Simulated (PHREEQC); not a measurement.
0.021 g of hydrous ferric oxide (600 m²/g; 0.2 weak and 0.005 strong sites per Fe, Dzombak-Morel constants, diffuse double layer) in 1 kg of water with 0.005 mol/kgw of an inert sodium salt and 1.3e-07 mol H3BO3 and 1.4e-07 mol Na2HAsO4, at 25 °C; the pH is set by adding NaOH or the inert anion's acid. O2 is buffered at 0.21 atm. The system is closed to CO2. No solid was allowed to form.

Base run: PHREEQC, ion-association model, wateq4f.dat. Each further column changes one thing. The table gives As sorbed (%).

```csv
pH,base,no electrostatic term (-no_edl),background salt from 0.005 to 0.0005 mol/kgw,oxide from 0.021 to 0.11 g/kgw
4,100.0,87.0,100.0,100.0
4.75,100.0,87.7,100.0,100.0
5.12,100.0,88.5,100.0,100.0
5.88,100.0,92.3,100.0,100.0
6.25,100.0,94.6,100.0,100.0
7,100.0,97.4,100.0,100.0
7.75,99.9,99.2,99.9,100.0
8.12,99.6,99.7,99.7,99.9
8.88,91.1,99.9,91.3,98.3
9.25,69.7,99.9,67.6,92.7
10,11.8,100.0,8.1,41.3
```
